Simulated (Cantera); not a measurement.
# S + O₂ (abatement and gas-phase synthesis)

A closed system holds: 1 mol S, 1.2 mol O₂, held at 1330 Pa.

Method: chemical equilibrium by Gibbs-energy minimisation in Cantera with the NASA 1993 tables (ideal gas, pure condensed phases). Candidate condensed phases: S; 10 gas species. Equilibrium is a limit: real reactors are often held back by kinetics, nucleation or transport.

```tsv
T (K)	log p SO₂	log p O₂	log p SO	log p O	log p SO₃	log p S	log p S₂	log p S₂O
1873	-1.96	-2.65	-4.99	-4.95	-5.37	-8.46	-11.15	-10.67
1898	-1.96	-2.65	-4.88	-4.86	-5.40	-8.24	-10.88	-10.47
1923	-1.96	-2.65	-4.77	-4.77	-5.44	-8.04	-10.63	-10.28
1948	-1.96	-2.65	-4.67	-4.68	-5.47	-7.84	-10.37	-10.09
1973	-1.96	-2.65	-4.57	-4.59	-5.50	-7.64	-10.13	-9.91
1998	-1.96	-2.65	-4.47	-4.51	-5.53	-7.45	-9.89	-9.73
2023	-1.96	-2.65	-4.37	-4.43	-5.56	-7.26	-9.66	-9.56
2048	-1.96	-2.65	-4.27	-4.35	-5.59	-7.08	-9.43	-9.39
2073	-1.96	-2.65	-4.18	-4.27	-5.62	-6.90	-9.21	-9.23
2098	-1.96	-2.65	-4.09	-4.19	-5.65	-6.73	-9.00	-9.07
```
log p: log10 of the partial pressure in bar; nothing condenses.

From 1873 K to 2098 K nothing is condensed.
